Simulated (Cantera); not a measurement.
Cantera run:

```python
import numpy as np
import cantera as ct

gas_names = """
    O2 H2O
""".split()
cond_names = """
    Sr(a) Sr(b) Sr(L) SrO2H2(s) SrO2H2(L)
""".split()


# ... load() reads the species with a 1 bar reference pressure and builds the phases ...
species = {s.name: s for s in load("nasa_gas.yaml", gas_names) + load("nasa_condensed.yaml", cond_names)}
# Each term lists the table entries of one substance; the one whose range holds T is used.
reactions = {
    'O2(g) + 2 Sr + 2 H2O(g) = 2 Sr(OH)2':
        [(-1, ['O2']), (-2, ['Sr(a)', 'Sr(b)', 'Sr(L)']), (-2, ['H2O']), (2, ['SrO2H2(s)', 'SrO2H2(L)'])],
}


def pick(names, T):
    return next(species[n] for n in names if species[n].thermo.min_temp <= T <= species[n].thermo.max_temp)


results = []
for label, terms in reactions.items():
    print(label)
    print("     T/K   dH/kJ  dS/(J/K)   dG/kJ   log10 K")
    for T in [450, 475, 500, 525, 550, 575, 600, 625, 650, 675, 700]:
        used = [(nu, pick(names, T)) for nu, names in terms]
        dH = sum(nu * s.thermo.h(T) for nu, s in used) / 1e6
        dS = sum(nu * s.thermo.s(T) for nu, s in used) / 1e3
        dG = dH - T * dS / 1e3
        logK = -dG * 1e6 / (ct.gas_constant * T * np.log(10))
        results.append((label, T, dH, dS, dG, logK, [s.name for _, s in used]))
        print(f"{T:8g} {dH:8.1f} {dS:8.1f} {dG:8.1f} {logK:8.2f}")
```

It prints:

```
O2(g) + 2 Sr + 2 H2O(g) = 2 Sr(OH)2
     T/K   dH/kJ  dS/(J/K)   dG/kJ   log10 K
     450  -1451.6   -492.3  -1230.1   142.78
     475  -1450.7   -490.3  -1217.8   133.92
     500  -1449.7   -488.2  -1205.6   125.94
     525  -1448.5   -485.8  -1193.4   118.74
     550  -1447.2   -483.4  -1181.3   112.19
     575  -1445.7   -480.8  -1169.2   106.22
     600  -1444.1   -478.1  -1157.3   100.75
     625  -1442.4   -475.2  -1145.3    95.72
     650  -1440.5   -472.3  -1133.5    91.09
     675  -1438.5   -469.3  -1121.7    86.80
     700  -1436.3   -466.2  -1110.0    82.83
```

Source: NASA polynomial tables (part measured, part estimated), evaluated in Cantera. Condensed species are held in their standard states even where they would react or evaporate.
